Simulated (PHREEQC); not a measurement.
A solution holds 0.01 mol HF, 0.0031 mol NH4HF2, 2.3e-05 mol H4SiO4 and 0.0043 mol HCl per kg of water, at 35 °C and 50 atm. Closed to the air; pH follows from the charge balance.

Equilibrium calculation in PHREEQC: ion-association model, phreeqc.dat.

The pH comes out as 2.46 and the ionic strength is 0.00690 mol/kgw. The specific conductance is 2340 µS/cm and the total alkalinity is -17.4 meq/kg.

| species | molality | activity | log γ |
|---|---|---|---|
| HF | 0.0134 | 0.0134 | 0.001 |
| Cl- | 0.00430 | 0.00393 | -0.039 |
| H+ | 0.00378 | 0.00349 | -0.035 |
| NH4+ | 0.00310 | 0.00283 | -0.040 |
| F- | 0.00240 | 0.00219 | -0.039 |
| HF2- | 0.000129 | 0.000118 | -0.039 |
| SiF6-2 | 2.30e-5 | 1.62e-5 | -0.151 |
| H4SiO4 | 1.81e-9 | 1.81e-9 | 0.001 |

No solid was allowed to form. Under pressure, the constants of complexes without a molar volume in the database are unreliable. SiF6-2 is the database's only silicon fluoride.
